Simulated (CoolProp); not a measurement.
Computed with CoolProp (reference Helmholtz-energy equation of state, Lemmon 2006). It is a short technical equation, of lower accuracy than the large ones.

**Question.** For nitrous oxide, give the phase and the Z, cv (kJ/(kg K)), speed of sound (m/s), Joule-Thomson coefficient (K/MPa) at 230.9 K and 4190 kPa; 318.8 K and 4190 kPa; 494.6 K and 4190 kPa.

**Answer.** 
- 230.9 K and 4190 kPa: liquid; Z 0.0880, cv 0.918, speed of sound 864, Joule-Thomson coefficient -0.136
- 318.8 K and 4190 kPa: gas; Z 0.791, cv 0.796, speed of sound 243, Joule-Thomson coefficient 9.67
- 494.6 K and 4190 kPa: gas; Z 0.964, cv 0.862, speed of sound 333, Joule-Thomson coefficient 3.32
